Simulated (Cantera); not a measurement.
## Si + HF + H2 (silicon etching in halogen gases)

A closed system holds: 1 mol Si, 6.4 mol HF, a varied amount of H2, held at 1375 K and 13300 Pa.

Equilibrium computed with Cantera from the NASA thermochemical tables; the gas is ideal and each condensed phase is pure. Candidate condensed phases: Si; 25 gas species. The tables' values for SiF3 are old estimates; treat these amounts as uncertain. Equilibrium is a limit: real reactors are often held back by kinetics, nucleation or transport.

From 1.5 mol H2 to 39 mol H2 nothing is condensed. The main Si-bearing gas is SiF4 throughout.

```csv
n(H2) (mol),x H2,x HF,x SiF4,x SiHF3
1.5,0.507,0.348,0.145,3.89e-5
6.9,0.723,0.195,0.0812,5.54e-5
12,0.804,0.138,0.0574,6.15e-5
18,0.855,0.103,0.0426,6.53e-5
23,0.880,0.0846,0.0351,6.72e-5
28,0.898,0.0720,0.0298,6.85e-5
34,0.914,0.0610,0.0253,6.96e-5
39,0.923,0.0542,0.0224,7.02e-5
```
x: gas mole fraction; nothing condenses.
